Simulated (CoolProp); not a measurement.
Vapour-liquid equilibrium of octamethyltrisiloxane (MDM) (1) + octamethylcyclotetrasiloxane (D4) (2) at 6.58 kPa; x and y are mole fractions of (1).

Model: multi-fluid Helmholtz-energy mixture model, Thol 2017 and Thol 2015; pair parameters Bell 2016, in CoolProp.

```tsv
x	bubble temperature, mixture model (°C)	bubble temperature, Raoult's law (°C)	y, mixture model	y, Raoult's law
0.05	?	91.7	0.119	0.111
0.15	?	88.9	?	0.298
0.25	85.9	86.3	0.451	0.448
0.35	?	84.0	0.568	0.571
0.45	?	81.9	?	0.671
0.55	?	79.9	0.748	0.755
0.65	78.0	78.0	?	0.826
0.75	76.3	76.4	0.881	0.885
0.85	74.8	74.8	0.934	0.936
0.95	73.3	73.3	0.980	0.980
```

Some entries are withheld; supply them.


- 0.05, bubble temperature, mixture model (°C): 91.5
- 0.15, bubble temperature, mixture model (°C): 88.5
- 0.15, y, mixture model: 0.307
- 0.35, bubble temperature, mixture model (°C): 83.7
- 0.45, bubble temperature, mixture model (°C): 81.6
- 0.45, y, mixture model: 0.665
- 0.55, bubble temperature, mixture model (°C): 79.8
- 0.65, y, mixture model: 0.819

The largest gap from Raoult's law is -0.4 K in bubble temperature, at x = 0.15. No azeotrope shows between x = 0.05 and 0.95.

The pair parameters rest on a limited set of measurements; away from them the model extrapolates.
